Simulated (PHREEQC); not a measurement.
**Spent oxide etchant**

Consider water at 60 °C with 172 mmol/kgw HF, 0.084 mmol/kgw H2SiF6 and 0.188 mmol/kgw H3AsO4. Closed to the air; pH follows from the charge balance.

Computed with PHREEQC (ion-association model, wateq4f.dat).

This is a speciation only: nothing precipitates in the calculation.

### Question
What pH, ionic strength does the model give?

### Answer
pH 2.06; ionic strength 0.00968 mol/kgw.

### Question
In which forms is F present?

### Answer
HF 78 %, H2F2 14 %, HF2- 4.0 %, F- 3.4 % of the F.

wateq4f.dat counts part of the HF as a dimer, H2F2, which phreeqc.dat doesn't know; its constant is uncertain. At this temperature some constants are extrapolated from 25 °C, and those without enthalpy data are left unchanged. SiF6-2 is the database's only silicon fluoride.
